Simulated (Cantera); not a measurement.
An isothermal, constant-pressure homogeneous reactor starts with NO : N₂ = 1 : 1.3 (molar parts), at 1773 K and 52.5 Torr. Integrator tolerance rtol = 1e-08.

Cantera simulation using GRI-Mech 3.0 (53 species, 325 reactions); the numbers are that mechanism's predictions, not measurements.

```json
[
 {"quantity": "x(NO) at 20.0 s", "before": "0.334 (gas-phase equilibrium 0.00383)", "after": "0.496 (gas-phase equilibrium 0.00451)"},
 {"quantity": "x(O) at 20.0 s", "before": "8.59e-5 (gas-phase equilibrium 0.000166)", "after": "0.000134 (gas-phase equilibrium 0.000218)"},
 {"quantity": "x(N₂) at 20.0 s", "before": "0.616 (gas-phase equilibrium 0.781)", "after": "0.376 (gas-phase equilibrium 0.622)"},
 {"quantity": "x(NO₂) at 20.0 s", "before": "0.000114 (gas-phase equilibrium 2.72e-6)", "after": "0.000268 (gas-phase equilibrium 4.22e-6)"},
 {"quantity": "x(N₂O) at 20.0 s", "before": "3.95e-5 (gas-phase equilibrium 5.82e-8)", "after": "8.16e-5 (gas-phase equilibrium 6.11e-8)"}
]
```

Name the change that produced these shifts.
A) temperature 1773 to 1600 K
B) temperature 1773 to 1525 K
C) pressure from 52.5 Torr to 158 Torr
D) N2 1.3 to 0.33 parts

D, N2 1.3 to 0.33 parts
